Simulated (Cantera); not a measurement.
Input: 1 mol Si, 3.3 mol HCl, 16 mol N2, held at 350 °C and 0.00133 bar.

These are equilibrium values from Cantera (NASA tables, ideal gas, pure condensed phases), not measurements of a reactor. Candidate condensed phases: NH4Cl, Si, Si3N4; 28 gas species. N2 is the only nitrogen source here; it is nearly inert below about 1500 K, so the nitride shown seldom forms there in practice. Rates play no part.

Base state: N2 0.843, HCl 0.0932, H2 0.0426, SiCl4 0.0213 (mole fractions); condensed: Si3N4(s).

**Question.** What changes in the equilibrium state with this change: temperature from 350 °C to 1475 °C?

**Answer.** 
| species | before | after |
|---|---|---|
| N2 | 0.843 | 0.828 |
| HCl | 0.0932 | 0.0661 |
| H2 | 0.0426 | 0.0516 |
| SiCl2 | <1e-9 | 0.0509 |
| SiCl4 | 0.0213 | 4.20e-6 |
| H | <1e-9 | 0.00142 |
| Cl | <1e-9 | 0.00141 |
| SiCl3 | <1e-9 | 0.000346 |
| Si3N4(s), mol | 0.202 | 0 |
The tables' values for SiCl3, SiCl are old estimates; treat these amounts as uncertain.

**Question.** What changes in the equilibrium state with this change: N2 from 16 to 1 mol?

**Answer.** 
| species | before | after |
|---|---|---|
| HCl | 0.0932 | 0.328 |
| H2 | 0.0426 | 0.314 |
| N2 | 0.843 | 0.201 |
| SiCl4 | 0.0213 | 0.157 |
| Si3N4(s), mol | 0.202 | 0.153 |

**Question.** What changes in the equilibrium state with this change: N2 from 16 to 0.39 mol?

**Answer.** 
```
species         before    after
-------------  -------  -------
H2              0.0426    0.425
HCl             0.0932    0.319
SiCl4           0.0213    0.212
N2               0.843   0.0436
SiHCl3         4.50e-7  1.31e-5
Si3N4(s), mol    0.202    0.133
```
